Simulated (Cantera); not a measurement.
Cantera run:

```python
import numpy as np
import cantera as ct

gas_names = """
    HBO2 NH3 H2 OH
""".split()
cond_names = """
    BN(s)
""".split()


# ... load() reads the species with a 1 bar reference pressure and builds the phases ...
species = {s.name: s for s in load("nasa_gas.yaml", gas_names) + load("nasa_condensed.yaml", cond_names)}
# Each term lists the table entries of one substance; the one whose range holds T is used.
reactions = {
    'HBO2(g) + NH3(g) = BN + H2(g) + 2 OH(g)':
        [(-1, ['HBO2']), (-1, ['NH3']), (1, ['BN(s)']), (1, ['H2']), (2, ['OH'])],
}


def pick(names, T):
    return next(species[n] for n in names if species[n].thermo.min_temp <= T <= species[n].thermo.max_temp)


results = []
for label, terms in reactions.items():
    print(label)
    print("     T/K   dH/kJ  dS/(J/K)   dG/kJ   log10 K")
    for T in [300, 1448, 1598, 1748, 1898, 2048, 2198, 2348, 2498, 2648, 2798, 2948]:
        used = [(nu, pick(names, T)) for nu, names in terms]
        dH = sum(nu * s.thermo.h(T) for nu, s in used) / 1e6
        dS = sum(nu * s.thermo.s(T) for nu, s in used) / 1e3
        dG = dH - T * dS / 1e3
        logK = -dG * 1e6 / (ct.gas_constant * T * np.log(10))
        results.append((label, T, dH, dS, dG, logK, [s.name for _, s in used]))
        print(f"{T:8g} {dH:8.1f} {dS:8.1f} {dG:8.1f} {logK:8.2f}")
```

It prints:

```
HBO2(g) + NH3(g) = BN + H2(g) + 2 OH(g)
     T/K   dH/kJ  dS/(J/K)   dG/kJ   log10 K
     300    434.4     80.6    410.2   -71.43
    1448    454.0    112.4    291.2   -10.51
    1598    455.2    113.2    274.3    -8.97
    1748    456.1    113.7    257.3    -7.69
    1898    456.9    114.2    240.2    -6.61
    2048    457.6    114.5    223.0    -5.69
    2198    458.1    114.8    205.8    -4.89
    2348    458.6    115.0    188.6    -4.20
    2498    458.9    115.1    171.3    -3.58
    2648    459.2    115.3    154.1    -3.04
    2798    459.5    115.3    136.8    -2.55
    2948    459.7    115.4    119.5    -2.12
```

Cantera with NASA thermochemical tables; ideal gases at 1 bar, condensed phases pure. Condensed species are held in their standard states even where they would react or evaporate.
